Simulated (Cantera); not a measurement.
Gas-phase reforming

An isothermal, constant-pressure homogeneous reactor starts with CH4 : H2O : H2 = 1 : 1.9 : 0.62 (molar parts), at 1973 K and 12000 Pa.

Computed with Cantera and GRI-Mech 3.0 (53 species, 325 reactions).

```csv
t (s),x CH4,x H2O,x H2,x H2O2,x C2H6,x C2H
1.00e-6,0.284,0.540,0.176,<1e-12,3.24e-10,<1e-12
9.17e-6,0.283,0.540,0.176,<1e-12,3.67e-7,<1e-12
8.41e-5,0.273,0.537,0.181,1.48e-11,9.19e-5,2.21e-9
0.000771,0.112,0.464,0.348,8.83e-11,0.000138,3.85e-6
0.00707,0.0152,0.368,0.494,8.80e-11,3.85e-6,6.90e-6
0.0648,0.00589,0.212,0.616,2.49e-11,4.83e-7,1.70e-6
0.595,2.94e-6,0.154,0.662,1.41e-11,<1e-12,7.44e-11
5.45,2.28e-10,0.154,0.662,1.43e-11,<1e-12,<1e-12
50.0,2.28e-10,0.154,0.662,1.43e-11,<1e-12,<1e-12
```
x: mole fraction; the columns are a selection and need not sum to one.

Equilibrium at this temperature and pressure: CH4 2.74e-10, H2O 0.154, H2 0.662, H2O2 1.43e-11, C2H6 <1e-12, C2H <1e-12 (gas phase only).
